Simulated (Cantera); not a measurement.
An isothermal, constant-pressure homogeneous reactor starts with C2H6 : N2 = 1 : 4.3 (molar parts), at 1273 K and 1.00 atm. Integrator tolerance rtol = 1e-08.

Computed with Cantera and GRI-Mech 3.0 (53 species, 325 reactions). GRI-Mech 3.0 stops at C3 and has no aromatics, soot or wall deposition, so with more carbon than oxygen in the feed, carbon stays in small species such as C2H2 where larger ones or solid carbon would form.

Task: What does this change do: pressure from 1.00 atm to 0.00296 atm?

Result: 
| quantity | before | after |
|---|---|---|
| x(C2H6) at 20.0 s | 0.000284 (gas-phase equilibrium 0.000152) | 1.46e-6 (gas-phase equilibrium 1.67e-8) |
| x(C2H4) at 20.0 s | 0.0358 (gas-phase equilibrium 0.0201) | 0.0392 (gas-phase equilibrium 0.000308) |
| x(H2) at 20.0 s | 0.124 (gas-phase equilibrium 0.112) | 0.171 (gas-phase equilibrium 0.271) |
| x(HCN) at 20.0 s | 1.42e-10 (gas-phase equilibrium 0.0651) | 7.26e-9 (gas-phase equilibrium 0.0877) |
| x(C2H2) at 20.0 s | 0.0694 (gas-phase equilibrium 0.0433) | 0.0812 (gas-phase equilibrium 0.0921) |
| x(H) at 20.0 s | 4.04e-7 (gas-phase equilibrium 2.39e-7) | 1.25e-6 (gas-phase equilibrium 6.83e-6) |
| x(CH2) at 20.0 s | 1.21e-11 (gas-phase equilibrium 6.20e-12) | 3.55e-11 (gas-phase equilibrium 1.41e-11) |
Radical loss at walls, strong at low pressure, is not modelled.

Task: What does this change do: pressure from 1.00 atm to 0.132 atm?

Result: 
```csv
quantity,before,after
x(C2H6) at 20.0 s,0.000284 (gas-phase equilibrium 0.000152),2.35e-5 (gas-phase equilibrium 1.47e-5)
x(C2H4) at 20.0 s,0.0358 (gas-phase equilibrium 0.0201),0.0135 (gas-phase equilibrium 0.00806)
x(H2) at 20.0 s,0.124 (gas-phase equilibrium 0.112),0.221 (gas-phase equilibrium 0.206)
x(HCN) at 20.0 s,1.42e-10 (gas-phase equilibrium 0.0651),5.26e-10 (gas-phase equilibrium 0.0799)
x(C2H2) at 20.0 s,0.0694 (gas-phase equilibrium 0.0433),0.112 (gas-phase equilibrium 0.0716)
x(H) at 20.0 s,4.04e-7 (gas-phase equilibrium 2.39e-7),1.45e-6 (gas-phase equilibrium 8.92e-7)
x(CH2) at 20.0 s,1.21e-11 (gas-phase equilibrium 6.20e-12),1.74e-11 (gas-phase equilibrium 1.08e-11)
```
